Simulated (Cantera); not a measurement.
Charge: 1 mol Si, 4.4 mol NF3, held at 950 °C.

Equilibrium computed with Cantera from the NASA thermochemical tables; the gas is ideal and each condensed phase is pure. Candidate condensed phases: Si, Si3N4; 16 gas species. The numbers say what is thermodynamically allowed, not how fast it happens.

x: gas mole fraction; nothing condenses.

| P (Pa) | x F | x F2 | x N2 | x SiF4 | x NF3 |
|---|---|---|---|---|---|
| 1 | 0.742 | 1.52e-5 | 0.177 | 0.0806 | <1e-12 |
| 4.20 | 0.742 | 6.39e-5 | 0.177 | 0.0807 | <1e-12 |
| 18 | 0.742 | 0.000274 | 0.177 | 0.0807 | ? |
| 75 | 0.741 | 0.00114 | 0.178 | 0.0807 | ? |
| 320 | 0.736 | 0.00479 | 0.178 | 0.0810 | ? |
| 1300 | 0.719 | 0.0186 | 0.181 | 0.0821 | ? |
| 5600 | 0.658 | 0.0670 | 0.189 | 0.0860 | ? |
| 24000 | 0.518 | 0.178 | 0.209 | 0.0950 | ? |
| 100000 | 0.339 | 0.318 | 0.234 | 0.107 | ? |

Problem. Complete the blanks.

Solution. 
- 18, x NF3: 8.42e-12
- 75, x NF3: 2.97e-10
- 320, x NF3: 1.10e-8
- 1300, x NF3: 3.43e-7
- 5600, x NF3: 1.04e-5
- 24000, x NF3: 0.000202
- 100000, x NF3: 0.00213
